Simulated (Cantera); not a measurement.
An adiabatic, constant-volume homogeneous reactor starts with CH4 : O2 : N2 = 1 : 3.33 : 12.5 (molar parts), equivalence ratio 0.60, at 1273 K and 10.0 bar.

Computed with Cantera and GRI-Mech 3.0 (53 species, 325 reactions).

x: mole fraction; the columns are a selection and need not sum to one.

| t (s) | T (K) | P (bar) | x CH4 | x O2 | x NO | x CH3 | x CH2O | x N2O | x CO2 |
|---|---|---|---|---|---|---|---|---|---|
| 8.00e-6 | 1273 | 10.00 | 0.0594 | 0.198 | <1e-12 | [?] | 1.25e-8 | <1e-12 | <1e-12 |
| 2.77e-5 | 1273 | 10.00 | 0.0594 | 0.198 | <1e-12 | [?] | 1.81e-7 | 2.08e-12 | 6.02e-12 |
| 9.61e-5 | 1273 | 10.0 | 0.0594 | 0.198 | <1e-12 | [?] | 3.85e-6 | 2.29e-11 | 7.19e-10 |
| 0.000333 | 1274 | 10.0 | 0.0593 | 0.198 | <1e-12 | [?] | 6.63e-5 | 2.18e-10 | 4.64e-8 |
| 0.00115 | 1288 | 10.1 | 0.0573 | 0.196 | <1e-12 | [?] | 0.000831 | 3.28e-9 | 3.94e-6 |
| 0.00400 | 2665 | 21.1 | <1e-12 | 0.0697 | 0.0166 | <1e-12 | 3.80e-11 | 4.13e-6 | 0.0552 |
| 0.0139 | 2665 | 21.1 | <1e-12 | 0.0696 | 0.0168 | <1e-12 | 3.80e-11 | 4.13e-6 | 0.0552 |
| 0.0480 | 2665 | 21.1 | <1e-12 | 0.0696 | 0.0168 | <1e-12 | 3.80e-11 | 4.13e-6 | 0.0552 |
| 0.167 | 2665 | 21.1 | <1e-12 | 0.0696 | 0.0168 | <1e-12 | 3.80e-11 | 4.13e-6 | 0.0552 |
| 0.577 | 2665 | 21.1 | <1e-12 | 0.0696 | 0.0168 | <1e-12 | 3.80e-11 | 4.13e-6 | 0.0552 |
| 2.00 | 2665 | 21.1 | <1e-12 | 0.0696 | 0.0168 | <1e-12 | 3.80e-11 | 4.13e-6 | 0.0552 |

Question: Some entries are withheld; supply them.

Answer: 
- 8.00e-6, x CH3: 1.76e-7
- 2.77e-5, x CH3: 7.58e-7
- 9.61e-5, x CH3: 4.65e-6
- 0.000333, x CH3: 1.40e-5
- 0.00115, x CH3: 4.21e-5
